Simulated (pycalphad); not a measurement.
All values are pycalphad results on the COST 507 light-alloy database (1999) (1 atm), not direct measurements. These are 1990s assessments: newer ones move some temperatures and phases. Diffusion is slow at the low end, where real alloys seldom reach equilibrium.

Molar enthalpy of Fe-3.153Si (wt.%) in equilibrium (SER reference):

```
T (K)  H (kJ/mol)  phases
-----  ----------  ------
2250        83.36  liquid
2100        76.63  liquid
1950        69.90  liquid
1875        66.54  liquid
1800        63.17  liquid
1725        46.32     bcc
1650        43.35     bcc
1500        37.52     bcc
1350        31.77     bcc
1200        25.98     bcc
1050        19.77     bcc
900         12.20     bcc
750          5.99     bcc
600          0.82     bcc
```

Cooling from 1800 K to 1725 K, across the freezing range, releases 16.9 kJ/mol, or 311 J/g. The slope is 45 J/(mol K) in the liquid and 40 J/(mol K) just below the solidus, where it includes any heat of precipitation. Liquidus 1759 K, solidus 1739 K. Changes were sought between steps of 75 K, so a narrower field can be missed.
